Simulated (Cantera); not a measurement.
A freely propagating, adiabatic, planar premixed flame of H₂ : O₂ : N₂ : H₂O = 1 : 0.847 : 3.19 : 0.53 (molar parts), unburnt at 575 K and 7200 Torr; mixture-averaged transport, grid criteria slope 0.08 and curve 0.16, no radiation.

Detailed kinetics in Cantera: the H2/O2 subset of GRI-Mech 3.0, which has no nitrogen chemistry. The hydrogen kinetics of GRI-Mech 3.0 are dated; newer H2 mechanisms differ, most at raised pressure. Burning velocities carry a grid error of a few per cent, more on coarse grids. Lean hydrogen flames are cellular in practice and burn faster than this planar one.

| quantity | before | after |
|---|---|---|
| laminar burning velocity | 42.5 cm/s | 32.7 cm/s |
| thermal thickness | 0.0775 mm | 0.0922 mm |
| peak x(O) | 0.000453 | 0.000353 |
| peak x(HO₂) | 0.000568 | 0.000528 |
| peak x(OH) | 0.00243 | 0.00188 |

Task: What was changed between the two runs?
A) O2 0.847 to 1.1 parts
B) inlet temperature 575 to 423 K
C) H2 1 to 0.78 parts
D) H2O 0.53 to 0.4 parts

Result: A, O2 0.847 to 1.1 parts
